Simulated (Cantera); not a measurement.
Input (Python, Cantera):

```python
import numpy as np
import cantera as ct

gas = ct.Solution("gri30.yaml", transport_model="mixture-averaged")
show = ['O', 'CH4', 'CO2']

rows = []
print(f"{'T/K':>7s}{'rho':>11s}{'cp':>10s}{'mu':>11s}{'lambda':>11s}{'Pr':>7s}" + "".join(f"{'D_' + s:>11s}" for s in show))
for T in [400, 550, 700, 850, 1000, 1150]:
    gas.TPX = T, 3200, {'NO': 0.8}
    Pr = gas.cp_mass * gas.viscosity / gas.thermal_conductivity
    D = [gas.mix_diff_coeffs_mole[gas.species_index(s)] for s in show]
    rows.append([gas.density, gas.cp_mass, gas.viscosity, gas.thermal_conductivity, Pr, *D])
    print(f"{T:7g}{gas.density:11.4e}{gas.cp_mass:10.1f}{gas.viscosity:11.4e}"
          f"{gas.thermal_conductivity:11.4e}{Pr:7.3f}" + "".join(f"{d:11.4e}" for d in D))
print("SI units: kg/m3, J/kg/K, Pa s, W/m/K, m2/s")
```

It prints:

```
    T/K        rho        cp         mu     lambda     Pr        D_O      D_CH4      D_CO2
    400 2.8871e-02     998.6 2.3120e-05 3.2415e-02  0.712 1.6692e-03 1.1677e-03 8.2633e-04
    550 2.0997e-02    1028.1 2.8863e-05 4.1984e-02  0.707 2.8694e-03 2.0254e-03 1.4504e-03
    700 1.6498e-02    1067.4 3.3953e-05 5.1279e-02  0.707 4.3051e-03 3.0529e-03 2.2006e-03
    850 1.3586e-02    1103.5 3.8609e-05 6.0168e-02  0.708 5.9563e-03 4.2353e-03 3.0652e-03
   1000 1.1548e-02    1132.7 4.2948e-05 6.8643e-02  0.709 7.8088e-03 5.5620e-03 4.0357e-03
   1150 1.0042e-02    1153.1 4.7043e-05 7.6728e-02  0.707 9.8515e-03 7.0247e-03 5.1059e-03
SI units: kg/m3, J/kg/K, Pa s, W/m/K, m2/s
```

Detailed kinetics in Cantera: GRI-Mech 3.0 (53 species, 325 reactions). The composition is frozen, though it would react at the higher temperatures.
